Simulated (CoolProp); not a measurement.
Vapour-liquid equilibrium of CHF3 (R23) (1) + R143a (2) at 203.9 K; x and y are mole fractions of (1).

Model: multi-fluid Helmholtz-energy mixture model, Penoncello 2003 and Lemmon and Jacobsen 2000; pair parameters Bell 2016, in CoolProp.

Give the bubble pressure and the first vapour's composition at x = 0.2, 0.35, 0.95. Is there an azeotrope?

x = 0.2: 0.06254 MPa, y = 0.597; x = 0.35: 0.08982 MPa, y = 0.772; x = 0.95: 0.1926 MPa, y = 0.990. No azeotrope shows between x = 0.05 and 0.95.

The pair parameters rest on a limited set of measurements; away from them the model extrapolates. The gap from Raoult's law changes sign with composition, which may be real or a fault of the pair parameters; it wasn't checked against measurements.
